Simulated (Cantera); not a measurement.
An adiabatic, constant-pressure homogeneous reactor starts with 2.51 % CH4, 0.427 % C2H6, 20.4 % O2, 76.7 % N2, equivalence ratio 0.32, at 1498 K and 3.30 bar.

Detailed kinetics in Cantera: GRI-Mech 3.0 (53 species, 325 reactions).

Task: Predict: time of steepest temperature rise; temperature at 0.500 s; equilibrium temperature; x(O2) at 0.500 s; x(H) at 0.500 s; x(NO) at 0.500 s.

Result: 
| Item | Result |
|---|---|
| time of steepest temperature rise | 72.9 µs |
| temperature at 0.500 s | 2162 K |
| equilibrium temperature | 2161 K |
| x(O2) at 0.500 s | 0.133 (gas-phase equilibrium 0.133) |
| x(H) at 0.500 s | 2.31e-5 (gas-phase equilibrium 2.28e-5) |
| x(NO) at 0.500 s | 0.00857 (gas-phase equilibrium 0.00906) |
